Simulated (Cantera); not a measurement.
CHF₃ + CH₄ + H₂ (fluorocarbon and chlorocarbon gases)

Charge: 1 mol CHF₃, 0.017 mol CH₄, 0.27 mol H₂, equilibrated at 58.5 Torr.

Equilibrium computed with Cantera from the NASA thermochemical tables; the gas is ideal and each condensed phase is pure. Candidate condensed phases: C, C₆H₆, C₇H₈, C₈H₁₈; 110 gas species. Ions and electrons are included (thermal ionisation). Gases not in the tables: C₂F₆ and larger saturated fluorocarbons. Rates play no part.

From 2227 °C to 2727 °C the condensed part is C(graphite). From 3227 °C to 4727 °C nothing is condensed. The main C-bearing gas is CF₂ at 2227 °C and C at 4727 °C.

```
T (°C)     x HF    x F      x H       x C     x CF₂     x CF     x C₃     x CF₄      x C₂  n C(graphite)
------  -------  -----  -------  --------  --------  -------  -------  --------  --------  -------------
2227      0.667  0.136  8.30e-5   2.13e-6     0.164  0.00444  6.37e-6    0.0235   5.87e-7          0.542
2727      0.558  0.340  0.00325  0.000650    0.0545   0.0393  0.00400   3.46e-5  0.000406          0.707
3227      0.393  0.391   0.0605    0.0204   0.00461   0.0581   0.0573   2.23e-8    0.0120              0
3727      0.132  0.489    0.214    0.0951  0.000320   0.0307   0.0183  5.11e-11    0.0189              0
4227     0.0243  0.523    0.273     0.162   1.66e-5  0.00857  0.00102    <1e-12   0.00708              0
4727    0.00511  0.531    0.283     0.177   1.02e-6  0.00210  3.64e-5    <1e-12   0.00163              0
```
x: gas mole fraction; n: condensed amount in mol.
